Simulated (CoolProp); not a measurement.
Ethanol at several states: fugacity coefficient from the reference equation and from simpler models built on Tc = 514.7 K, pc = 6.268 MPa, ω = 0.644; each cubic takes its own stable root.

Model: reference Helmholtz-energy equation of state, Schroeder 2014, in CoolProp.

```csv
T (K),p (MPa),phase,reference
343.5,0.0354,gas,0.9877
330.7,5.87,liquid,0.007964
519,22.3,supercritical,0.2850
417.5,0.0753,gas,0.9900
522.8,0.302,gas,0.9868
```

How far does each simpler model (Soave-Redlich-Kwong, Peng-Robinson) lie from the reference over these 5 states: mean and median of the absolute difference, and the worst?


- Soave-Redlich-Kwong: mean 2.0 %, median 0.4 %, worst +8.0 % at 519 K and 22.3 MPa
- Peng-Robinson: mean 1.3 %, median 0.4 %, worst +5.5 % at 330.7 K and 5.87 MPa
